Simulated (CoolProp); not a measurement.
Properties of tetradecamethylhexasiloxane (MD4M) at several states.

Model: reference Helmholtz-energy equation of state, Thol 2019, in CoolProp.

```json
[
 {"T (K)": "350.6", "p (MPa)": "1.95", "phase": "liquid", "density (kg/m³)": "839.3", "cp (kJ/(kg K))": "1.831", "cv (kJ/(kg K))": "1.575", "speed of sound (m/s)": "[?]"},
 {"T (K)": "402.6", "p (MPa)": "0.103", "phase": "liquid", "density (kg/m³)": "784.6", "cp (kJ/(kg K))": "[?]", "cv (kJ/(kg K))": "1.693", "speed of sound (m/s)": "657.0"},
 {"T (K)": "373.4", "p (MPa)": "0.744", "phase": "liquid", "density (kg/m³)": "815.0", "cp (kJ/(kg K))": "[?]", "cv (kJ/(kg K))": "1.628", "speed of sound (m/s)": "740.0"},
 {"T (K)": "363.3", "p (MPa)": "0.546", "phase": "liquid", "density (kg/m³)": "[?]", "cp (kJ/(kg K))": "[?]", "cv (kJ/(kg K))": "[?]", "speed of sound (m/s)": "765.2"},
 {"T (K)": "428.8", "p (MPa)": "0.339", "phase": "liquid", "density (kg/m³)": "[?]", "cp (kJ/(kg K))": "1.994", "cv (kJ/(kg K))": "1.749", "speed of sound (m/s)": "594.3"}
]
```

Q: Fill in the missing entries.

A: 
- 350.6, speed of sound (m/s): 812.6
- 402.6, cp (kJ/(kg K)): 1.942
- 373.4, cp (kJ/(kg K)): 1.881
- 363.3, density (kg/m³): 824.5
- 363.3, cp (kJ/(kg K)): 1.860
- 363.3, cv (kJ/(kg K)): 1.604
- 428.8, density (kg/m³): 758.6
